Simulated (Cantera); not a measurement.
# Low-pressure radical oxidation in H2/O2

An isothermal, constant-pressure homogeneous reactor starts with H2 : O2 = 0.041 : 1 (molar parts), equivalence ratio 0.021, at 1325 K and 27.0 Torr.

Cantera simulation using GRI-Mech 3.0 (53 species, 325 reactions); the numbers are that mechanism's predictions, not measurements. Radical loss at walls, strong at low pressure, is not modelled. The temperature is held fixed by assumption; the heat of reaction is taken as removed at once.

```json
[
 {"t (s)": "1.00e-6", "x H2": "0.0394", "x O2": "0.961", "x H": "7.57e-10", "x H2O": "<1e-12", "x O": "3.97e-11", "x HO2": "7.97e-10"},
 {"t (s)": "3.28e-6", "x H2": "0.0394", "x O2": "0.961", "x H": "2.23e-9", "x H2O": "1.71e-11", "x O": "3.93e-10", "x HO2": "2.61e-9"},
 {"t (s)": "1.07e-5", "x H2": "0.0394", "x O2": "0.961", "x H": "5.65e-9", "x H2O": "4.92e-10", "x O": "3.38e-9", "x HO2": "8.56e-9"},
 {"t (s)": "3.51e-5", "x H2": "0.0394", "x O2": "0.961", "x H": "1.46e-8", "x H2O": "1.14e-8", "x O": "2.47e-8", "x HO2": "2.81e-8"},
 {"t (s)": "0.000115", "x H2": "0.0394", "x O2": "0.961", "x H": "1.09e-7", "x H2O": "3.20e-7", "x O": "3.02e-7", "x HO2": "9.28e-8"},
 {"t (s)": "0.000377", "x H2": "0.0392", "x O2": "0.960", "x H": "3.98e-5", "x H2O": "0.000158", "x O": "0.000118", "x HO2": "7.68e-7"},
 {"t (s)": "0.00124", "x H2": "0.000585", "x O2": "0.929", "x H": "0.00404", "x H2O": "0.0348", "x O": "0.0280", "x HO2": "5.21e-6"},
 {"t (s)": "0.00405", "x H2": "0.000428", "x O2": "0.935", "x H": "0.00274", "x H2O": "0.0361", "x O": "0.0220", "x HO2": "4.76e-6"},
 {"t (s)": "0.0133", "x H2": "0.000223", "x O2": "0.947", "x H": "0.000985", "x H2O": "0.0379", "x O": "0.0111", "x HO2": "3.67e-6"},
 {"t (s)": "0.0434", "x H2": "5.54e-5", "x O2": "0.957", "x H": "0.000119", "x H2O": "0.0394", "x O": "0.00269", "x HO2": "1.79e-6"},
 {"t (s)": "0.142", "x H2": "7.97e-6", "x O2": "0.959", "x H": "6.48e-6", "x H2O": "0.0399", "x O": "0.000385", "x HO2": "4.82e-7"},
 {"t (s)": "0.466", "x H2": "1.11e-6", "x O2": "0.960", "x H": "3.38e-7", "x H2O": "0.0401", "x O": "5.36e-5", "x HO2": "1.01e-7"},
 {"t (s)": "1.53", "x H2": "1.95e-7", "x O2": "0.960", "x H": "2.52e-8", "x H2O": "0.0401", "x O": "9.50e-6", "x HO2": "3.46e-8"},
 {"t (s)": "5.00", "x H2": "4.94e-8", "x O2": "0.960", "x H": "3.25e-9", "x H2O": "0.0402", "x O": "2.42e-6", "x HO2": "3.47e-8"}
]
```
x: mole fraction; the columns are a selection and need not sum to one.

Equilibrium at this temperature and pressure: H2 2.92e-8, O2 0.960, H 1.48e-9, H2O 0.0402, O 1.43e-6, HO2 4.08e-8 (gas phase only).
